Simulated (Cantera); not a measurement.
Charge: 1 mol (CH3)2SiCl2, 47 mol H2, held at 1523.15 K and 5.40 mbar.

Cantera equilibrium calculation (NASA polynomials, part measured and part estimated; ideal gas, pure solids and liquids). Candidate condensed phases: C, C6H6, C7H8, C8H18, Si, SiC; 109 gas species. The feed counts by its element totals alone. Equilibrium is a limit: real reactors are often held back by kinetics, nucleation or transport.

Base state: H2 0.961, HCl 0.0391, H 0.000309, SiCl2 4.15e-5, CH4 1.15e-5, C2H2 (acetylene) 1.14e-5, Cl 1.01e-5 (mole fractions); condensed: C(graphite) + SiC(s).

Q: What changes in the equilibrium state with this change: (CH3)2SiCl2 replaced by SiH2Cl2?

A: 
| species | before | after |
|---|---|---|
| H2 | 0.961 | 0.963 |
| HCl | 0.0391 | 0.0332 |
| SiCl2 | 4.15e-5 | 0.00375 |
| CH4 | 1.15e-5 | 0 |
| C2H2 (acetylene) | 1.14e-5 | 0 |
| SiCl3 | 2.62e-7 | 2.01e-5 |
| C(graphite), mol | 1.00 | 0 |
| SiC(s), mol | 0.998 | 0 |
| Si(s), mol | 0 | 0.815 |
The tables' values for SiCl3 are old estimates; treat these amounts as uncertain.
